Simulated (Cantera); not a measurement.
A closed system holds: 1 mol Nb, 13 mol N2O, 24 mol N2, held at 2675 K and 290 Pa.

These are equilibrium values from Cantera (NASA tables, ideal gas, pure condensed phases), not measurements of a reactor. Candidate condensed phases: Nb, NbO, NbO2, Nb2O5; 12 gas species. Kinetics and transport are ignored.

Problem. What is the equilibrium state?

Solution. 
```
Property                                Value
----------------------------------  ---------
x(N2)                                   0.788
x(O)                                    0.130
x(O2)                                  0.0463
x(NbO2)                                0.0214
x(NO)                                  0.0144
x(NbO)                                9.81e-5
x(N)                                  2.19e-5
gas amount                          46.52 mol
log10 activity of NbO2(l) (absent)      -1.97
log10 activity of Nb(s) (absent)        -5.33
```
